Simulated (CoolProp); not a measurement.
Saturation properties of R236FA (Tc = 398.1 K, pc = 3.191 MPa, ω = 0.377).

Computed with CoolProp (reference Helmholtz-energy equation of state, Pan 2012).

| T (K) | p (MPa) | vapour density (kg/m³) | enthalpy of vaporisation (kJ/kg) | vapour viscosity (µPa s) |
|---|---|---|---|---|
| 297.9 | 0.2697 | 18.24 | 145.4 | 10.9 |
| 301.3 | 0.3017 | 20.34 | 143.5 | 11.0 |
| 304.8 | 0.3377 | 22.71 | 141.4 | 11.1 |
| 308.2 | 0.3757 | 25.22 | 139.4 | 11.2 |
| 311.7 | 0.4181 | 28.04 | 137.3 | 11.4 |
| 315.1 | 0.4627 | 31.03 | 135.1 | … |
| 318.6 | 0.5123 | 34.37 | 132.9 | 11.6 |
| 322 | … | 37.90 | 130.6 | 11.7 |
| 325.5 | 0.6218 | 41.86 | 128.2 | 11.9 |
| 328.9 | 0.6819 | 46.03 | 125.8 | 12.0 |
| 332.4 | 0.7482 | 50.71 | 123.3 | 12.2 |
| 335.9 | 0.8193 | 55.81 | 120.6 | 12.3 |
| 339.3 | … | 61.21 | 118.0 | 12.5 |
| 342.8 | 0.9742 | 67.26 | 115.1 | 12.7 |
| 346.2 | … | 73.68 | … | 12.9 |

What belongs in the gaps?


- 315.1, vapour viscosity (µPa s): 11.5
- 322, p (MPa): 0.5643
- 339.3, p (MPa): 0.8931
- 346.2, p (MPa): 1.058
- 346.2, enthalpy of vaporisation (kJ/kg): 112.2

It boils at 271.7 K under 1 atm.

Viscosity comes from a separate model (Huber 2003), an estimate that may be off by 10 % or more.
